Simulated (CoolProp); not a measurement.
CF4 (R14) along the isotherm -101.85 °C: fugacity coefficient from the reference equation and from simpler models built on Tc = -45.8 °C, pc = 3.762 MPa, ω = 0.178; each cubic takes its own stable root.

Computed with CoolProp (reference Helmholtz-energy equation of state, Platzer 1990). This equation is an older, rougher fit; its heat capacities, sound speeds and derivatives of the liquid may be far off and weren't checked against measurements.

```json
[
 {"p (MPa)": "0.784", "phase": "liquid", "reference": "0.5477", "van der Waals": "0.8796", "Redlich-Kwong": "0.6737", "Soave-Redlich-Kwong": "0.5538", "Peng-Robinson": "0.5454"},
 {"p (MPa)": "1.57", "phase": "liquid", "reference": "0.2827", "van der Waals": "0.5940", "Redlich-Kwong": "0.3486", "Soave-Redlich-Kwong": "0.2863", "Peng-Robinson": "0.2808"},
 {"p (MPa)": "2.35", "phase": "liquid", "reference": "0.1952", "van der Waals": "0.4172", "Redlich-Kwong": "0.2412", "Soave-Redlich-Kwong": "0.1979", "Peng-Robinson": "0.1933"},
 {"p (MPa)": "3.14", "phase": "liquid", "reference": "0.1510", "van der Waals": "0.3282", "Redlich-Kwong": "0.1869", "Soave-Redlich-Kwong": "0.1532", "Peng-Robinson": "0.1491"},
 {"p (MPa)": "3.92", "phase": "liquid", "reference": "0.1250", "van der Waals": "0.2761", "Redlich-Kwong": "0.1550", "Soave-Redlich-Kwong": "0.1269", "Peng-Robinson": "0.1230"},
 {"p (MPa)": "4.7", "phase": "liquid", "reference": "0.1077", "van der Waals": "0.2417", "Redlich-Kwong": "0.1338", "Soave-Redlich-Kwong": "0.1095", "Peng-Robinson": "0.1057"},
 {"p (MPa)": "5.49", "phase": "liquid", "reference": "0.09532", "van der Waals": "0.2172", "Redlich-Kwong": "0.1186", "Soave-Redlich-Kwong": "0.09693", "Peng-Robinson": "0.09323"},
 {"p (MPa)": "6.27", "phase": "liquid", "reference": "0.08621", "van der Waals": "0.1995", "Redlich-Kwong": "0.1074", "Soave-Redlich-Kwong": "0.08773", "Peng-Robinson": "0.08407"},
 {"p (MPa)": "7.05", "phase": "liquid", "reference": "0.07919", "van der Waals": "0.1860", "Redlich-Kwong": "0.09878", "Soave-Redlich-Kwong": "0.08065", "Peng-Robinson": "0.07698"},
 {"p (MPa)": "7.84", "phase": "liquid", "reference": "0.07358", "van der Waals": "0.1754", "Redlich-Kwong": "0.09189", "Soave-Redlich-Kwong": "0.07497", "Peng-Robinson": "0.07130"},
 {"p (MPa)": "8.62", "phase": "liquid", "reference": "0.06911", "van der Waals": "0.1672", "Redlich-Kwong": "0.08642", "Soave-Redlich-Kwong": "0.07046", "Peng-Robinson": "0.06676"},
 {"p (MPa)": "9.41", "phase": "liquid", "reference": "0.06540", "van der Waals": "0.1605", "Redlich-Kwong": "0.08187", "Soave-Redlich-Kwong": "0.06671", "Peng-Robinson": "0.06297"}
]
```

At some of these states van der Waals gives the other phase, because its saturation line lies elsewhere.
